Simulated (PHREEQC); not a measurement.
0.022 g of hydrous ferric oxide (600 m²/g; 0.2 weak and 0.005 strong sites per Fe, Dzombak-Morel constants, diffuse double layer) in 1 kg of water with 0.05 mol/kgw of an inert sodium salt, at 25 °C; the pH is set by adding NaOH or the inert anion's acid. Oxygen is held at 0.21 atm. CO2 from the air is kept out. No solid was allowed to form.

The numbers come from PHREEQC with the ion-association model, wateq4f.dat.

| pH | surface charge σ (C/m²) | surface potential ψ (mV) |
|---|---|---|
| 4 | 0.294 | 160 |
| 4.5 | … | 149 |
| 5 | 0.181 | 135 |
| 5.5 | 0.130 | 118 |
| 6 | 0.089 | 99 |
| 6.5 | 0.058 | … |
| 7 | … | 56 |
| 7.5 | 0.017 | 31 |
| 8 | 0.003 | 6 |
| 8.5 | -0.010 | -20 |
| 9 | … | -45 |
| 9.5 | -0.046 | -69 |
| 10 | -0.074 | -90 |

Question: Fill in the missing entries.

Answer: 
- 4.5, surface charge σ (C/m²): 0.238
- 6.5, surface potential ψ (mV): 78
- 7, surface charge σ (C/m²): 0.034
- 9, surface charge σ (C/m²): -0.026
